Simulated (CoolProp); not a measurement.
Vapour-liquid equilibrium of benzene (1) + dimethyl carbonate (2) at 26.8 bar; x and y are mole fractions of (1).

The numbers come from the multi-fluid Helmholtz-energy mixture model, Thol 2012 and Zhou 2011; pair parameters Bell 2016 in CoolProp.

Give the bubble temperature and the first vapour's composition at x = 0.25, 0.35, 0.65. Is there an azeotrope?

x = 0.25: 239.7 °C, y = 0.262; x = 0.35: 239.1 °C, y = 0.360; x = 0.65: 238.8 °C, y = 0.643. y crosses x between x = 0.45 and 0.55: the model has an azeotrope there.

Pair parameters are fitted to limited data, so mixtures are less certain than the pure fluids.
